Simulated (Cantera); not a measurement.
Cantera with NASA thermochemical tables; ideal gases at 1 bar, condensed phases pure. Values are per mole of reaction as written; species without (g) are pure solids or liquids, kept so even where they would boil at 1 bar.

Task: Between 300 and 1173 K, where is each reaction favourable under standard conditions?
- 11 O2(g) + 4 PH3(g) ⇌ 6 H2O2(g) + P4O10(g)

Result: 
- 11 O2(g) + 4 PH3(g) ⇌ 6 H2O2(g) + P4O10(g): ΔG° is -3358 kJ at 300 K and -2247 kJ at 1173 K; it stays negative (K > 1). ΔH° is -3716 kJ and ΔS° -1253 J/K at 1173 K.
